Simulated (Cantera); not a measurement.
Charge: 1 mol AlN, 7.8 mol H₂, 3.5 mol HCl, equilibrated at 0.0720 Torr.

Equilibrium computed with Cantera from the NASA thermochemical tables; the gas is ideal and each condensed phase is pure. Candidate condensed phases: Al, AlCl₃, AlN, NH₄Cl; 20 gas species. The tables' values for AlCl₂ are old estimates; treat these amounts as uncertain. Kinetics and transport are ignored.

**Question.** At 1248 K, list the 5 most abundant gas species with their mole fractions, and the condensed phases.

**Answer.** H₂ 0.790, HCl 0.0858, AlCl₃ 0.0657, N₂ 0.0413, AlCl 0.0114. Condensed: AlN(s).
